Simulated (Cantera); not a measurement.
An adiabatic, constant-volume homogeneous reactor starts with 11.6 % H2, 16.2 % O2, 60.7 % N2, 11.5 % H2O, equivalence ratio 0.36, at 1475 K and 101000 Pa.

Computed with Cantera and the H2/O2 subset of GRI-Mech 3.0, which has no nitrogen chemistry.

x: mole fraction; the columns are a selection and need not sum to one.

```
t (s)     T (K)  P (bar)     x H2   x O2  x H2O     x OH    x HO2
--------  -----  -------  -------  -----  -----  -------  -------
9.00e-6    1475     1.01    0.116  0.162  0.115  2.18e-5  8.17e-6
3.05e-5       ?     1.30        ?  0.104      ?        ?        ?
0.000103   2308     1.50  0.00304  0.106  0.234   0.0135  9.90e-6
0.000349   2352     1.53  0.00164  0.107  0.237   0.0104  9.80e-6
0.00118    2352     1.53  0.00164  0.107  0.238   0.0104  9.80e-6
0.00399    2352     1.53  0.00164  0.107  0.238   0.0104  9.80e-6
0.0135     2352     1.53  0.00164  0.107  0.238   0.0104  9.80e-6
0.0457     2352     1.53  0.00164  0.107  0.238   0.0104  9.80e-6
0.155      2352     1.53  0.00164  0.107  0.238   0.0104  9.80e-6
0.524      2352     1.53  0.00164  0.107  0.238   0.0104  9.80e-6
1.77       2352     1.53  0.00164  0.107  0.238   0.0104  9.80e-6
6.00       2352     1.53  0.00164  0.107  0.238   0.0104  9.80e-6
```

**Question.** Fill in the missing entries.

**Answer.** 
- 3.05e-5, T (K): 1951
- 3.05e-5, x H2: 0.0137
- 3.05e-5, x H2O: 0.208
- 3.05e-5, x OH: 0.0198
- 3.05e-5, x HO2: 3.68e-5
